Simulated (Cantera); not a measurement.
A perfectly stirred reactor is fed with 12.7 % CH4, 0.534 % H2, 16.0 % O2, 70.7 % N2, equivalence ratio 1.6, at 9000 Torr; it is adiabatic with a 500 K inlet, and is followed from long to short residence time, starting on the burning branch (τ in s: 0.1, 0.039, 0.014, 0.0054, 0.002, 0.00075, 0.00028, 0.0001, 3.9e-05, 1.4e-05, 5.4e-06).

Computed with Cantera and GRI-Mech 3.0 (53 species, 325 reactions). The pressure lies above the range GRI-Mech 3.0 was tuned for (to about 10 atm).

x: mole fraction; the columns are a selection and need not sum to one.

| τ (s) | T (K) | x CH4 | x H2 | x O2 | x HO2 | x CH2 | x C2H2 | x N2O |
|---|---|---|---|---|---|---|---|---|
| 0.10 | 1883 | 0.00419 | 0.0779 | 0.000135 | 6.11e-8 | 7.08e-8 | 0.00191 | 6.82e-10 |
| 0.039 | 1892 | 0.00590 | 0.0707 | 0.000316 | 1.43e-7 | 1.50e-7 | 0.00315 | 1.39e-9 |
| 0.014 | 1901 | … | … | … | … | … | … | … |
| 0.0054 | 1902 | 0.0103 | 0.0552 | 0.00177 | 8.58e-7 | 6.55e-7 | 0.00530 | 6.99e-9 |
| 0.0020 | 1888 | 0.0130 | 0.0487 | 0.00413 | 2.28e-6 | 1.19e-6 | 0.00550 | 1.69e-8 |
| 0.00075 | 1836 | 0.0172 | 0.0432 | 0.0102 | 7.40e-6 | 1.61e-6 | 0.00466 | 4.68e-8 |
| 0.00028 | 500 | 0.127 | 0.00534 | 0.160 | <1e-12 | <1e-12 | <1e-12 | <1e-12 |
| 0.00010 | 500 | 0.127 | 0.00534 | 0.160 | <1e-12 | <1e-12 | <1e-12 | <1e-12 |
| 3.9e-5 | 500 | 0.127 | 0.00534 | 0.160 | <1e-12 | <1e-12 | <1e-12 | <1e-12 |
| 1.4e-5 | 500 | 0.127 | 0.00534 | 0.160 | <1e-12 | <1e-12 | <1e-12 | <1e-12 |
| 5.4e-6 | 500 | 0.127 | 0.00534 | 0.160 | <1e-12 | <1e-12 | <1e-12 | <1e-12 |

Question: Fill in the missing entries.

Answer: 
- 0.014, x CH4: 0.00803
- 0.014, x H2: 0.0624
- 0.014, x O2: 0.000778
- 0.014, x HO2: 3.58e-7
- 0.014, x CH2: 3.30e-7
- 0.014, x C2H2: 0.00446
- 0.014, x N2O: 3.15e-9
